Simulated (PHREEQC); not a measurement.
## Phosphoric acid bath: an equilibrium model

Dissolve 0.055 mol/kgw KH2PO4, 0.021 mol/kgw HCl and 0.00086 mol/kgw NiSO4 at 90 °C. Closed to the air; pH follows from the charge balance.

Model: ion-association model, wateq4f.dat, run in PHREEQC.

Precipitation was switched off in this run.

Question: Estimate the pH, ionic strength.

Answer: pH 2.65; ionic strength 0.0605 mol/kgw.

Question: In which forms is P present?

Answer: H2PO4- 67 %, H3PO4 33 % of the P.

H3PO4, which wateq4f.dat lacks, is added to it with the constant of phreeqc.dat. At this temperature some constants are extrapolated from 25 °C, and those without enthalpy data are left unchanged. The database has no phosphate complexes of Ni.
